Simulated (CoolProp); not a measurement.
Vapour-liquid equilibrium of ethanol (1) + o-xylene (2) at 351.1 K; x and y are mole fractions of (1).

The numbers come from the multi-fluid Helmholtz-energy mixture model, Schroeder 2014 and Zhou 2012; pair parameters Bell 2016 in CoolProp.

```
x      bubble pressure (kPa)  y at the bubble point  dew pressure at overall composition x (kPa)  liquid density (mol/L)
-----  ---------------------  ---------------------  -------------------------------------------  ----------------------
0.05                   34.87                  0.675                                          ___                   8.015
0.125                  56.61                  0.808                                        13.34                   8.324
0.2                      ___                  0.848                                        14.57                   8.662
0.275                  75.31                    ___                                        16.05                   9.034
0.35                   78.97                  0.874                                        17.87                   9.445
0.425                  81.16                  0.880                                        20.14                   9.902
0.5                    82.77                  0.885                                          ___                   10.41
0.575                  84.32                  0.890                                        26.99                   10.98
0.65                   86.13                  0.897                                        32.50                   11.63
0.725                  88.33                  0.907                                        40.79                   12.35
0.8                    90.98                  0.922                                        54.52                   13.17
0.875                  94.01                  0.943                                        79.22                   14.11
0.95                   97.27                    ___                                        94.80                   15.19
```

Question: Complete the blanks.

Answer: 
- 0.05, dew pressure at overall composition x (kPa): 12.30
- 0.2, bubble pressure (kPa): 68.69
- 0.275, y at the bubble point: 0.865
- 0.5, dew pressure at overall composition x (kPa): 23.07
- 0.95, y at the bubble point: 0.974

No azeotrope shows between x = 0.05 and 0.95.

Pair parameters are fitted to limited data, so mixtures are less certain than the pure fluids. With so large a gap from Raoult's law the liquid may split in two, which this calculation doesn't test in full.
